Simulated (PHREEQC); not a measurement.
Consider water at 87 °C with 0.0032 mol HCl, 6.8e-05 mol FeSO4 and 0.26 mol Na2SO4 per kg of water. Closed to the air; pH follows from the charge balance.

Model: Pitzer model, pitzer.dat, run in PHREEQC.

Precipitation was switched off in this run.

Task: What pH, density, activity of water does the model give?

Result: pH 3.99; density 0.998 g/cm³; activity of water 0.990.

Task: In which forms is S present?

Result: SO4-2 99 %, HSO4- 1.1 % of the S.

At this temperature some constants are extrapolated from 25 °C, and those without enthalpy data are left unchanged.
